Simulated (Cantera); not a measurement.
Charge: 1 mol PbO, 6 mol H₂, 73 mol N₂, equilibrated at 675 Torr.

These are equilibrium values from Cantera (NASA tables, ideal gas, pure condensed phases), not measurements of a reactor. Candidate condensed phases: H₂O, Pb, PbO, PbO₂, Pb₃O₄; 27 gas species. The numbers say what is thermodynamically allowed, not how fast it happens.

x: gas mole fraction; n: condensed amount in mol.

```tsv
T (K)	x N₂	x H₂	x H₂O	x Pb	x H	x PbO	x OH	n Pb(l)
1148	0.924	0.0633	0.0127	0.000311	[?]	1.15e-9	2.27e-11	0.975
1248	0.923	0.0632	0.0126	0.00144	[?]	1.50e-8	2.53e-10	0.886
1348	0.919	0.0630	0.0126	0.00531	[?]	1.33e-7	1.97e-9	0.578
1448	0.913	0.0625	0.0125	0.0125	[?]	6.69e-7	1.16e-8	0
1548	0.912	0.0625	0.0125	0.0125	[?]	1.30e-6	5.42e-8	0
1648	0.912	0.0625	0.0125	0.0125	[?]	2.33e-6	2.11e-7	0
1748	0.912	0.0625	0.0125	0.0125	[?]	3.90e-6	7.02e-7	0
1848	0.912	0.0624	0.0125	0.0125	[?]	6.18e-6	2.06e-6	0
1948	0.912	0.0624	0.0125	0.0125	[?]	9.32e-6	5.39e-6	0
```

**Question.** Some entries are withheld; supply them.

**Answer.** 
- 1148, x H: 1.90e-8
- 1248, x H: 1.24e-7
- 1348, x H: 6.12e-7
- 1448, x H: 2.43e-6
- 1548, x H: 8.11e-6
- 1648, x H: 2.35e-5
- 1748, x H: 6.02e-5
- 1848, x H: 0.000140
- 1948, x H: 0.000297
